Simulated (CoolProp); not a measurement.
Aqueous calcium chloride as a coolant, at 31 °C, 1 atm.

The numbers come from the Melinder's fits for secondary coolants in CoolProp.

| mass % | freezing point (°C) | cp (kJ/(kg K)) | conductivity (W/(m K)) | viscosity (mPa s) | Prandtl number |
|---|---|---|---|---|---|
| 2.5 | -1.1 | 4.037 | 0.614 | 0.844 | 5.55 |
| 5.2 | -2.5 | 3.891 | 0.611 | 0.903 | 5.76 |
| 7.8 | -4.1 | 3.751 | 0.607 | 0.964 | 5.95 |
| 10.5 | -6.3 | 3.605 | 0.604 | 1.04 | 6.21 |
| 13.2 | -9.0 | 3.461 | 0.600 | 1.13 | 6.54 |
| 15.8 | -12.1 | 3.329 | 0.597 | 1.25 | 6.99 |
| 18.5 | -15.8 | 3.201 | 0.593 | 1.41 | 7.63 |
| 21.1 | -20.2 | 3.091 | 0.589 | 1.61 | 8.44 |
| 23.8 | -26.0 | 2.990 | 0.585 | 1.87 | 9.55 |
| 26.5 | -33.6 | 2.903 | 0.581 | 2.20 | 11.0 |
| 29.1 | -43.7 | 2.827 | 0.577 | 2.60 | 12.7 |
